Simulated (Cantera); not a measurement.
A perfectly stirred reactor is fed with CH4 : C2H6 : C3H8 : O2 : N2 : CO2 : H2 = 1 : 0.078 : 0.049 : 2.29 : 8.61 : 2 : 0.073 (molar parts), at 255 Torr; it is adiabatic with a 600 K inlet, and is followed from long to short residence time, starting on the burning branch (τ in s: 0.47, 0.22, 0.1, 0.046, 0.021, 0.0099, 0.0046, 0.0021, 0.00098, 0.00045, 0.00021, 9.7e-05).

Model: GRI-Mech 3.0 (53 species, 325 reactions), integrated in Cantera.

x: mole fraction; the columns are a selection and need not sum to one.

| τ (s) | T (K) | x CH4 | x C2H6 | x C3H8 | x H2O | x C2H4 | x CO |
|---|---|---|---|---|---|---|---|
| 0.47 | 2060 | 2.73e-6 | 2.54e-8 | 1.47e-8 | 0.165 | … | 0.0365 |
| 0.22 | 2041 | 4.43e-6 | 5.09e-8 | 2.87e-8 | 0.164 | … | 0.0383 |
| 0.10 | 2014 | 7.41e-6 | 1.03e-7 | 5.64e-8 | 0.162 | … | 0.0407 |
| 0.046 | 1980 | 1.26e-5 | 2.03e-7 | 1.08e-7 | 0.160 | … | 0.0436 |
| 0.021 | 1939 | 2.22e-5 | 3.95e-7 | 2.04e-7 | 0.158 | … | 0.0469 |
| 0.0099 | 1896 | 3.96e-5 | 7.47e-7 | 3.77e-7 | 0.155 | … | 0.0501 |
| 0.0046 | 1850 | 7.48e-5 | 1.45e-6 | 7.20e-7 | 0.152 | … | 0.0532 |
| 0.0021 | 1804 | 0.000151 | 2.96e-6 | 1.45e-6 | 0.150 | … | 0.0560 |
| 0.00098 | 1762 | 0.000322 | 6.31e-6 | 3.05e-6 | 0.147 | … | 0.0587 |
| 0.00045 | 1716 | 0.000810 | 1.58e-5 | 7.53e-6 | 0.144 | … | 0.0620 |
| 0.00021 | 600 | 0.0709 | 0.00553 | 0.00348 | <1e-12 | <1e-12 | <1e-12 |
| 9.7e-5 | 600 | 0.0709 | 0.00553 | 0.00348 | <1e-12 | <1e-12 | <1e-12 |

**Question.** Complete the blanks.

**Answer.** 
- 0.47, x C2H4: 1.38e-7
- 0.22, x C2H4: 2.45e-7
- 0.10, x C2H4: 4.31e-7
- 0.046, x C2H4: 7.25e-7
- 0.021, x C2H4: 1.19e-6
- 0.0099, x C2H4: 1.92e-6
- 0.0046, x C2H4: 3.20e-6
- 0.0021, x C2H4: 5.77e-6
- 0.00098, x C2H4: 1.15e-5
- 0.00045, x C2H4: 2.98e-5
